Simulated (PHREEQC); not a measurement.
Make-up at 30 °C: 7.2 mmol/kgw CdBr2, 12 mmol/kgw BaBr2 and 4.3 mmol/kgw HCl. Closed to the air; pH follows from the charge balance.

The numbers come from PHREEQC with the ion-association model, wateq4f.dat.

No solid was allowed to form.

Question: Order these Cd species by the share of Cd that they hold, largest first: CdCl+, CdBr2, Cd+2, CdBr+.

Answer: CdBr+ (60 %), Cd+2 (28 %), CdBr2 (7.2 %), CdCl+ (4.8 %)

Question: Order these Cl species by the share of Cl that they hold, largest first: Cl-, CdCl2, CdCl+.

Answer: Cl- (92 %), CdCl+ (8.0 %), CdCl2 (0.18 %)

The pH is 2.44 and the ionic strength 0.0510 mol/kgw.
